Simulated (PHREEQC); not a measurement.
Model water analysis in mg/kgw, 15 °C, pH 7.87:

```json
[
 {"constituent": "Na", "mg/kgw": "2250"},
 {"constituent": "K", "mg/kgw": "44.7"},
 {"constituent": "Ca", "mg/kgw": "43.3"},
 {"constituent": "Mg", "mg/kgw": "59.9"},
 {"constituent": "Cl", "mg/kgw": "3890"},
 {"constituent": "S(6) as SO4", "mg/kgw": "138"},
 {"constituent": "Alkalinity as HCO3", "mg/kgw": "0.306"},
 {"constituent": "Li", "mg/kgw": "13.5"}
]
```

Valence states are taken as typed.

All values are PHREEQC results (Pitzer model, pitzer.dat), not measurements.

Problem. The ionic strength comes out as 0.115 mol/kgw. What activity coefficients do HCO3-, Ca+2, Mg+2, K+, SO4-2 get?

Solution. HCO3- 0.87, Ca+2 0.36, Mg+2 0.37, K+ 0.77, SO4-2 0.28. Single-ion values are on the MacInnes scale.

Precipitation was switched off in this run.
